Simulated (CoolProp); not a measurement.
Dimethyl ether at several states: Z from the reference equation and from simpler models built on Tc = 127.2 °C, pc = 5337 kPa, ω = 0.196; each cubic takes its own stable root.

Computed with CoolProp (reference Helmholtz-energy equation of state, Wu 2011).

```csv
T (°C),p (kPa),phase,reference,van der Waals,Soave-Redlich-Kwong,Peng-Robinson
247.95,669,gas,0.9806,0.9806,0.9833,0.9798
158.65,1380,gas,0.9248,0.9326,0.9287,0.9198
-76.35,435,liquid,0.01526,0.02515,0.01673,0.01487
```
